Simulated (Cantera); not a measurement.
A freely propagating, adiabatic, planar premixed flame of 3.51 % CH4, 4.21 % C2H6, 0.281 % C3H8, 21.1 % O2, 59.0 % N2, 11.9 % H2O, equivalence ratio 1.1, unburnt at 425 K and 5.00 bar; mixture-averaged transport, grid criteria slope 0.08 and curve 0.16, no radiation.

Model: GRI-Mech 3.0 (53 species, 325 reactions), integrated in Cantera. Burning velocities carry a grid error of a few per cent, more on coarse grids.

x: mole fraction of selected species; z is measured from the peak of heat release.

| z (mm) | T (K) | u (m/s) | x CH4 | x C2H6 | x C3H8 | x CH2 | x C2H2 | x C2H4 |
|---|---|---|---|---|---|---|---|---|
| -0.283 | 425 | 0.531 | 0.0351 | 0.0421 | 0.00281 | <1e-8 | 6.39e-8 | [?] |
| -0.189 | 428 | 0.535 | 0.0349 | 0.0420 | 0.00280 | <1e-8 | 6.39e-7 | [?] |
| -0.142 | 439 | 0.550 | 0.0346 | 0.0418 | 0.00279 | <1e-8 | 3.75e-6 | [?] |
| -0.0943 | 518 | 0.655 | 0.0329 | 0.0405 | 0.00275 | <1e-8 | 3.94e-5 | [?] |
| -0.0472 | 994 | 1.29 | 0.0244 | 0.0281 | 0.00212 | <1e-8 | 0.000439 | [?] |
| -0.0236 | 1455 | 1.93 | 0.0156 | 0.0110 | 0.000869 | 2.67e-6 | 0.00108 | [?] |
| 0 | 1879 | 2.52 | 0.00499 | 0.000494 | 1.78e-5 | 5.31e-5 | 0.00164 | [?] |
| 0.0236 | 2080 | 2.78 | 0.000479 | 1.05e-6 | <1e-8 | 2.87e-5 | 0.000357 | [?] |
| 0.0472 | 2156 | 2.87 | 2.44e-5 | <1e-8 | <1e-8 | 2.46e-6 | 2.05e-5 | [?] |
| 0.0943 | 2232 | 2.95 | 1.08e-7 | <1e-8 | <1e-8 | 1.33e-8 | 9.42e-8 | <1e-8 |
| 0.189 | 2301 | 3.03 | <1e-8 | <1e-8 | <1e-8 | <1e-8 | <1e-8 | <1e-8 |
| 0.377 | 2349 | 3.08 | <1e-8 | <1e-8 | <1e-8 | <1e-8 | <1e-8 | <1e-8 |
| 0.755 | 2374 | 3.11 | <1e-8 | <1e-8 | <1e-8 | <1e-8 | <1e-8 | <1e-8 |

Question: Complete the blanks.

Answer: 
- -0.283, x C2H4: 4.78e-7
- -0.189, x C2H4: 4.93e-6
- -0.142, x C2H4: 2.99e-5
- -0.0943, x C2H4: 0.000331
- -0.0472, x C2H4: 0.00368
- -0.0236, x C2H4: 0.00623
- 0, x C2H4: 0.00224
- 0.0236, x C2H4: 7.55e-5
- 0.0472, x C2H4: 7.80e-7
